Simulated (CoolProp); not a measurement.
A simple Rankine cycle with benzene: condensing at 333.15 K, boiler at 0.701 MPa, turbine inlet 437.5 K, turbine efficiency 0.65, pump efficiency 0.6, no recuperator. Each further row changes one setting.

Model: reference Helmholtz-energy equation of state, Thol 2012, in CoolProp.

```
case                             thermal efficiency (%)  net work (kJ/kg)  heat in (kJ/kg)  turbine exit temperature (K)  volume ratio over the turbine
-------------------------------  ----------------------  ----------------  ---------------  ----------------------------  -----------------------------
as stated                                          12.3              65.6              535                         380.3                           13.2
turbine inlet 457.5 K                              12.2              69.8              570                         401.8                              ?
condensing temperature 325.15 K                    13.2              72.5              550                         375.0                           17.4
boiler pressure 0.491 MPa                             ?                 ?              542                             ?                           9.04
turbine efficiency 0.55                               ?              55.3              535                         387.7                              ?
```

### Question
Complete the blanks.

### Answer

- turbine inlet 457.5 K, volume ratio over the turbine: 13.0
- boiler pressure 0.491 MPa, thermal efficiency (%): 10.8
- boiler pressure 0.491 MPa, net work (kJ/kg): 58.8
- boiler pressure 0.491 MPa, turbine exit temperature (K): 390.1
- turbine efficiency 0.55, thermal efficiency (%): 10.3
- turbine efficiency 0.55, volume ratio over the turbine: 13.4
